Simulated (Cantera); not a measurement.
Charge: 1 mol Si, a varied amount of HF, 49 mol H₂, held at 13.3 mbar.

These are equilibrium values from Cantera (NASA tables, ideal gas, pure condensed phases), not measurements of a reactor. Candidate condensed phases: Si; 25 gas species. The tables' values for SiF₂, SiF₃ are old estimates. The numbers say what is thermodynamically allowed, not how fast it happens.

What condenses at these points (T in °C, n(HF) in mol): (900, 1.4); (1200, 3.7); (700, 4.7); (1400, 1.8); (900, 12)?


```
T (°C)  n(HF) in mol  condensed phases  Si condensed (%)
------  ------------  ----------------  ----------------
900              1.4                Si              63.5
1200             3.7          gas only               0.0
700              4.7          gas only               0.0
1400             1.8                Si              39.1
900               12          gas only               0.0
```
